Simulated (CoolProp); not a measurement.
Fluoroethane (R161) at several states: fugacity coefficient from the reference equation and from simpler models built on Tc = 102.1 °C, pc = 50.10 bar, ω = 0.216; each cubic takes its own stable root.

Computed with CoolProp (reference Helmholtz-energy equation of state, Wu 2012).

```
T (°C)  p (bar)   phase  reference
------  -------  ------  ---------
-8.55        50  liquid    0.06894
26.75        50  liquid     0.1850
89.75      31.5     gas     0.7577
170.65    0.354     gas     0.9986
69.85        50  liquid     0.4267
8.95         50  liquid     0.1172
```

Q: How far does each simpler model (van der Waals, Redlich-Kwong, Soave-Redlich-Kwong, Peng-Robinson) lie from the reference over these 6 states: mean and median of the absolute difference, and the worst?

A: 
- van der Waals: mean 80.8 %, median 61.2 %, worst +215.6 % at -8.55 °C and 50 bar
- Redlich-Kwong: mean 19.9 %, median 19.1 %, worst +44.5 % at -8.55 °C and 50 bar
- Soave-Redlich-Kwong: mean 3.0 %, median 3.8 %, worst +4.7 % at 26.75 °C and 50 bar
- Peng-Robinson: mean 0.8 %, median 1.0 %, worst +1.2 % at 26.75 °C and 50 bar
